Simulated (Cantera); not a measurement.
A closed system holds: 1 mol SiC, 0.2 mol CO₂, a varied amount of H₂, at 1225 K and 2000 Pa.

Method: chemical equilibrium by Gibbs-energy minimisation in Cantera with the NASA 1993 tables (ideal gas, pure condensed phases). Candidate condensed phases: C, C₆H₆, C₇H₈, C₈H₁₈, H₂O, Si, SiC, SiO₂; 123 gas species. Mutual solubility and eutectic melting of coexisting phases are not modelled. The tables hold silica as quartz up to 1696 K and as liquid above; real silica turns to tridymite and cristobalite and melts near 1996 K. Kinetics and transport are ignored.

Q: At 5.4 mol H₂, list the 3 most abundant gas species with their mole fractions, and the condensed phases.

A: H₂ 0.995, CO 0.00505, CH₄ 0.000260. Condensed: C(graphite) + SiC(s) + SiO₂(β-quartz).
